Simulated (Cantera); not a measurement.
A closed system holds: 1 mol Si2H6, 0.97 mol CO2, 11 mol H2, at 1273.15 K.

Method: chemical equilibrium by Gibbs-energy minimisation in Cantera with the NASA 1993 tables (ideal gas, pure condensed phases). Candidate condensed phases: C, C6H6, C7H8, C8H18, H2O, Si, SiC, SiO2; 123 gas species. The feed counts by its element totals alone. Mutual solubility and eutectic melting of coexisting phases are not modelled. The tables hold silica as quartz up to 1696 K and as liquid above; real silica turns to tridymite and cristobalite and melts near 1996 K. Kinetics and transport are ignored.

x: gas mole fraction; n: condensed amount in mol.

```
P (Pa)   x H2     x SiO     x CO      x H  n SiC(s)  n SiO2(β-quartz)  n Si(s)
------  -----  --------  -------  -------  --------  ----------------  -------
5       0.956    0.0349  0.00892  9.89e-5     0.839             0.649        0
17      0.986    0.0127  0.00140  5.44e-5     0.950             0.870        0
59      0.993         …        …        …     0.969             0.923        …
210     0.998   0.00185  1.92e-5  1.56e-5     0.970             0.957   0.0474
710     0.999  0.000549  5.67e-6  8.48e-6     0.970             0.966   0.0563
2400    1.000  0.000162  1.68e-6  4.61e-6     0.970             0.969   0.0589
8400    1.000   4.64e-5  4.79e-7  2.47e-6     0.970             0.970   0.0597
29000   1.000         …        …        …     0.970             0.970   0.0600
100000  1.000   3.89e-6  4.03e-8  7.15e-7     0.970             0.970   0.0603
```

### Question
Some entries are withheld; supply them.

### Answer

- 59, x SiO: 0.00660
- 59, x CO: 6.82e-5
- 59, x H: 2.93e-5
- 59, n Si(s): 0.0149
- 29000, x SiO: 1.34e-5
- 29000, x CO: 1.39e-7
- 29000, x H: 1.33e-6
